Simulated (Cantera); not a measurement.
Charge: 1 mol Si, 4.2 mol Br2, 0.38 mol H2, held at 425 °C and 0.00133 bar.

Cantera equilibrium calculation (NASA polynomials, part measured and part estimated; ideal gas, pure solids and liquids). Candidate condensed phases: Br2, Si; 19 gas species. Kinetics and transport are ignored.

Base state: Br2 0.508, SiBr4 0.279, HBr 0.212, Br 0.000698 (mole fractions); condensed: gas only.

Q: What changes in the equilibrium state with this change: Br2 from 4.2 to 0.67 mol?

A: 
```tsv
species	before	after
H2	<1e-9	0.527
SiBr4	0.279	0.463
SiHBr3	<1e-9	0.00592
Br2	0.508	<1e-9
HBr	0.212	0.00433
Br	0.000698	<1e-9
SiH2Br2	<1e-9	3.51e-5
SiBr3	<1e-9	2.89e-5
SiBr2	<1e-9	1.24e-5
Si(s), mol	0	0.665
```
The tables' values for SiBr3 are old estimates; treat these amounts as uncertain.

Q: What changes in the equilibrium state with this change: H2 from 0.38 to 0.18 mol?

A: 
```csv
species,before,after
Br2,0.508,0.597
SiBr4,0.279,0.296
HBr,0.212,0.106
Br,0.000698,0.000757
```

Q: What changes in the equilibrium state with this change: temperature from 425 °C to 575 °C?

A: 
| species | before | after |
|---|---|---|
| Br2 | 0.508 | 0.498 |
| SiBr4 | 0.279 | 0.277 |
| HBr | 0.212 | 0.211 |
| Br | 0.000698 | 0.0134 |
